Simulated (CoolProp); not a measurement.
Vapour-liquid equilibrium of ammonia (1) + benzene (2) at 350.9 K; x and y are mole fractions of (1).

Values from CoolProp's multi-fluid Helmholtz-energy mixture model, Gao 2020 and Thol 2012; pair parameters Bell 2016.

Question: Give the bubble pressure and the first vapour's composition at x = 0.275, 0.425, 0.5. Is there an azeotrope?

Answer: x = 0.275: 1.697 MPa, y = 0.939; x = 0.425: 2.227 MPa, y = 0.954; x = 0.5: 2.422 MPa, y = 0.958. No azeotrope shows between x = 0.05 and 0.95.

Pair parameters are fitted to limited data, so mixtures are less certain than the pure fluids. The gap from Raoult's law changes sign with composition, which may be real or a fault of the pair parameters; it wasn't checked against measurements. With so large a gap from Raoult's law the liquid may split in two, which this calculation doesn't test in full.
